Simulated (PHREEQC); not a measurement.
Dissolve 0.0026 mol/kgw ZnSO4, 0.26 mol/kgw NaCl and 0.00039 mol/kgw FeSO4 at 25 °C. Closed to the air; pH follows from the charge balance.

Equilibrium calculation in PHREEQC: ion-association model, wateq4f.dat.

```
Item                      Result
-----------------  -------------
pH                          5.75
ionic strength     0.269 mol/kgw
activity of water          0.991
```

| species | molality | activity | log γ |
|---|---|---|---|
| Cl- | 0.259 | 0.179 | -0.162 |
| Na+ | 0.259 | 0.189 | -0.137 |
| SO4-2 | 0.00216 | 0.000566 | -0.582 |
| Zn+2 | 0.00203 | 0.000608 | -0.523 |
| NaSO4- | 0.000737 | 0.000537 | -0.138 |
| ZnCl+ | 0.000420 | 0.000293 | -0.157 |
| Fe+2 | 0.000345 | 0.000103 | -0.523 |
| ZnSO4 | 7.59e-5 | 8.08e-5 | 0.027 |
| ZnCl2 | 5.15e-5 | 5.48e-5 | 0.027 |
| FeCl+ | 3.54e-5 | 2.55e-5 | -0.143 |
| ZnCl3- | 1.58e-5 | 1.10e-5 | -0.157 |
| FeSO4 | 9.79e-6 | 1.04e-5 | 0.027 |

No solid was allowed to form. Species that the database lacks are ignored.
